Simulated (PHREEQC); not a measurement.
Solution (20 °C): 58 mmol/kgw CdSO4, 0.3 mmol/kgw NaCl and 3.3 mmol/kgw HCl. Closed to the air; pH follows from the charge balance.

All values are PHREEQC results (ion-association model, phreeqc.dat), not measurements.

Precipitation was switched off in this run.

Question: Predict the pH, ionic strength, density.

Answer: pH 2.81; ionic strength 0.117 mol/kgw; density 1.009 g/cm³.

Question: In which forms is Na present?

Answer: Na+ 96 %, NaSO4- 3.8 % of the Na.

Complexes and solids missing from the database can't appear.
